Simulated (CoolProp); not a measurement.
CHF3 (R23) along the isobar 2880 kPa: fugacity coefficient from the reference equation and from simpler models built on Tc = 26.1 °C, pc = 4832 kPa, ω = 0.263; each cubic takes its own stable root.

Computed with CoolProp (reference Helmholtz-energy equation of state, Penoncello 2003).

```csv
T (°C),phase,reference
10.05,gas,0.7444
17.65,gas,0.7683
25.35,gas,0.7891
33.05,gas,0.8074
40.65,gas,0.8233
48.35,gas,0.8377
55.95,gas,0.8505
63.65,gas,0.8622
71.35,gas,0.8728
78.95,gas,0.8824
```

Question: How far does each simpler model (van der Waals, Soave-Redlich-Kwong, Peng-Robinson) lie from the reference over these 10 states: mean and median of the absolute difference, and the worst?

Answer: 
- van der Waals: mean 2.7 %, median 2.2 %, worst +7.2 % at 10.05 °C and 2880 kPa
- Soave-Redlich-Kwong: mean 1.3 %, median 1.1 %, worst +2.3 % at 10.05 °C and 2880 kPa
- Peng-Robinson: mean 0.8 %, median 0.9 %, worst -1.0 % at 55.95 °C and 2880 kPa
